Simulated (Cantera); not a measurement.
A closed system holds: 1 mol FeS, 0.16 mol O₂, 5.9 mol H₂O, 1.1 mol SO₃, equilibrated at 1475 °C and 1 atm.

Equilibrium computed with Cantera from the NASA thermochemical tables; the gas is ideal and each condensed phase is pure. Candidate condensed phases: Fe, FeO, Fe(OH)₂, Fe(OH)₃, FeS, FeSO₄, FeS₂, Fe₂O₃, Fe₂(SO₄)₃, Fe₃O₄, H₂O, H₂SO₄, S; 22 gas species. The tables' stoichiometric FeO is somewhat more stable than real wüstite, so its field is too wide. FeO: taken at fixed stoichiometry. Equilibrium is a limit: real reactors are often held back by kinetics, nucleation or transport.

Base state: H₂O 0.691, SO₂ 0.203, H₂ 0.0613, S₂ 0.0234, H₂S 0.0122, SO 0.00600, SH 0.00143, S₂O 0.00129 (mole fractions); condensed: FeO(l).

What changes in the equilibrium state with this change: temperature from 1475 °C to 777 °C?


```tsv
species	before	after
H₂O	0.691	0.774
SO₂	0.203	0.197
H₂S	0.0122	0.0173
H₂	0.0613	0.00232
S₂	0.0234	0.00836
Fe(OH)₂	7.38e-5	8.75e-9
H	5.63e-5	<1e-9
OH	3.70e-5	<1e-9
S	7.33e-5	2.17e-9
SO	0.00600	1.77e-5
FeO(l), mol	0.999	0
FeS(s), mol	0	0.374
Fe₃O₄(s), mol	0	0.209
```
Mutual solubility and eutectic melting of coexisting phases are not modelled. FeS: taken at fixed stoichiometry. Gases not in the tables: S₃ to S₇.
